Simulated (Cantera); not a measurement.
A closed system holds: 1 mol Fe₃O₄, 7.9 mol H₂, at 2173 K and 1.33 mbar.

Method: chemical equilibrium by Gibbs-energy minimisation in Cantera with the NASA 1993 tables (ideal gas, pure condensed phases). Candidate condensed phases: Fe, FeO, Fe(OH)₂, Fe(OH)₃, Fe₂O₃, Fe₃O₄, H₂O; 12 gas species. Kinetics and transport are ignored.

Base state: H₂O 0.329, H₂ 0.320, Fe 0.255, H 0.0748, OH 0.0103, FeO 0.00766, O 0.00168, O₂ 0.000732 (mole fractions); condensed: gas only.

**Question.** What changes in the equilibrium state with this change: H₂ from 7.9 to 25 mol?

**Answer.** 
```tsv
species	before	after
H₂	0.320	0.657
H₂O	0.329	0.131
H	0.0748	0.107
Fe	0.255	0.101
OH	0.0103	0.00286
Fe(OH)₂	8.92e-5	2.72e-6
O₂	0.000732	2.76e-5
FeO	0.00766	0.000586
O	0.00168	0.000327
```
